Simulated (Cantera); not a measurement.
A closed system holds: 1 mol Si, 7.9 mol Br2, 3.2 mol N2, held at 827 °C and 300 Torr.

Method: chemical equilibrium by Gibbs-energy minimisation in Cantera with the NASA 1993 tables (ideal gas, pure condensed phases). Candidate condensed phases: Br2, Si, Si3N4; 13 gas species. Equilibrium is a limit: real reactors are often held back by kinetics, nucleation or transport.

Base state: Br2 0.568, N2 0.314, SiBr4 0.0980, Br 0.0200 (mole fractions); condensed: gas only.

Task: What changes in the equilibrium state with this change: temperature from 827 °C to 327 °C?

Result: 
```csv
species,before,after
Br2,0.568,0.584
N2,0.314,0.317
SiBr4,0.0980,0.0990
Br,0.0200,2.79e-6
```
